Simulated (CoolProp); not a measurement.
Sulfur hexafluoride along the isotherm 242.7 K: density (kg/m³) from the reference equation and from simpler models built on Tc = 318.7 K, pc = 37.55 bar, ω = 0.210; each cubic takes its own stable root.

Model: reference Helmholtz-energy equation of state, Guder 2009, in CoolProp.

| p (bar) | phase | reference | van der Waals | Redlich-Kwong |
|---|---|---|---|---|
| 12.5 | liquid | 1752 | 1116 | 1602 |
| 25 | liquid | 1761 | 1140 | 1622 |
| 37.5 | liquid | … | 1160 | 1639 |
| 50.1 | liquid | 1777 | 1177 | … |
| 62.6 | liquid | 1784 | 1192 | 1671 |
| 75.1 | liquid | 1792 | … | 1685 |
| 87.6 | liquid | 1799 | 1218 | 1698 |
| 100 | liquid | 1805 | 1229 | 1710 |
| 113 | liquid | 1812 | … | 1723 |
| 125 | liquid | … | 1249 | 1733 |
| 138 | liquid | 1824 | 1258 | 1744 |
| 150 | liquid | … | … | 1754 |
| 163 | liquid | 1836 | 1274 | 1764 |
| 175 | liquid | 1841 | 1281 | 1773 |
| 188 | liquid | 1847 | 1288 | 1782 |

Question: What belongs in the gaps?

Answer: 
- 37.5, reference: 1769
- 50.1, Redlich-Kwong: 1656
- 75.1, van der Waals: 1206
- 113, van der Waals: 1239
- 125, reference: 1818
- 150, reference: 1830
- 150, van der Waals: 1266
